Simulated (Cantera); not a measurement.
## Diamond growth

A diamond (100) surface in a fixed gas of H2 with x(CH4) = 0.002, x(H) = 0.00094, x(CH3) = 1.6e-05, at 1250 K; coverages are run to steady state.

Computed with Cantera and the Harris–Goodwin 1993 mechanism for the reconstructed diamond (100) surface.

```json
[
 {"P (Pa)": "660", "growth (µm/h)": "0.00609", "θ c6HH": "0.445", "θ c6H*": "0.0419", "θ c6*H": "0.488", "θ c6**": "0.0254", "θ c6HM": "1.11e-5"},
 {"P (Pa)": "1200", "growth (µm/h)": "0.0129", "θ c6HH": "0.445", "θ c6H*": "0.0419", "θ c6*H": "0.488", "θ c6**": "0.0254", "θ c6HM": "2.08e-5"},
 {"P (Pa)": "2200", "growth (µm/h)": "0.0273", "θ c6HH": "0.445", "θ c6H*": "0.0419", "θ c6*H": "0.488", "θ c6**": "0.0254", "θ c6HM": "3.88e-5"},
 {"P (Pa)": "4000", "growth (µm/h)": "0.0575", "θ c6HH": "0.445", "θ c6H*": "0.0419", "θ c6*H": "0.488", "θ c6**": "0.0254", "θ c6HM": "7.08e-5"},
 {"P (Pa)": "7400", "growth (µm/h)": "0.129", "θ c6HH": "0.445", "θ c6H*": "0.0419", "θ c6*H": "0.488", "θ c6**": "0.0254", "θ c6HM": "0.000129"},
 {"P (Pa)": "14000", "growth (µm/h)": "0.319", "θ c6HH": "0.445", "θ c6H*": "0.0419", "θ c6*H": "0.488", "θ c6**": "0.0254", "θ c6HM": "0.000237"},
 {"P (Pa)": "25000", "growth (µm/h)": "0.769", "θ c6HH": "0.445", "θ c6H*": "0.0419", "θ c6*H": "0.487", "θ c6**": "0.0254", "θ c6HM": "0.000400"},
 {"P (Pa)": "45000", "growth (µm/h)": "1.94", "θ c6HH": "0.444", "θ c6H*": "0.0419", "θ c6*H": "0.487", "θ c6**": "0.0254", "θ c6HM": "0.000654"}
]
```
θ: site fractions in the mechanism's names (c6HH fully hydrogenated, c6H* and c6*H radical sites, c6** diradical, c6HM methylated).
